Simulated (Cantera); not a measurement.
Cantera with NASA thermochemical tables; ideal gases at 1 bar, condensed phases pure. Values are per mole of reaction as written; species without (g) are pure solids or liquids, kept so even where they would boil at 1 bar.

Between 425 and 600 K, where is each reaction favourable under standard conditions?
- C2H4(g) + 3 NiS + H2S(g) → Ni3S4 + C2H6(g)


- C2H4(g) + 3 NiS + H2S(g) → Ni3S4 + C2H6(g): ΔG° is -82 kJ at 425 K and -53 kJ at 600 K; it stays negative (K > 1). ΔH° is -151 kJ and ΔS° -163 J/K at 600 K.
